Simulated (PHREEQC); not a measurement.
## Brackish or sea water: speciation

A made-up water analysis in mg/kgw, 20 °C, pH 7.15, pe 12.5:

| constituent | mg/kgw |
|---|---|
| Na | 1630 |
| K | 203 |
| Ca | 271 |
| Mg | 150 |
| Cl | 2060 |
| S(6) as SO4 | 2110 |
| Alkalinity as HCO3 | 0.0251 |
| Zn | 1.75 |
| N(5) as NO3 | 4.35 |
| O(0) (dissolved oxygen) | 8.32 |

Valence states are taken as typed.

The numbers come from PHREEQC with the ion-association model, phreeqc.dat.

The ionic strength is 0.118 mol/kgw. The specific conductance is 8280 µS/cm and the density is 1.003 g/cm³. The charge-balance error comes out as -0.1 %.

```json
[
 {"species": "Na+", "molality": "0.0690", "activity": "0.0536", "log γ": "-0.109"},
 {"species": "Cl-", "molality": "0.0581", "activity": "0.0439", "log γ": "-0.121"},
 {"species": "SO4-2", "molality": "0.0162", "activity": "0.00574", "log γ": "-0.449"},
 {"species": "K+", "molality": "0.00501", "activity": "0.00378", "log γ": "-0.123"},
 {"species": "Ca+2", "molality": "0.00497", "activity": "0.00187", "log γ": "-0.425"},
 {"species": "Mg+2", "molality": "0.00425", "activity": "0.00167", "log γ": "-0.406"}
]
```

Precipitation was switched off in this run. Complexes and solids missing from the database can't appear.
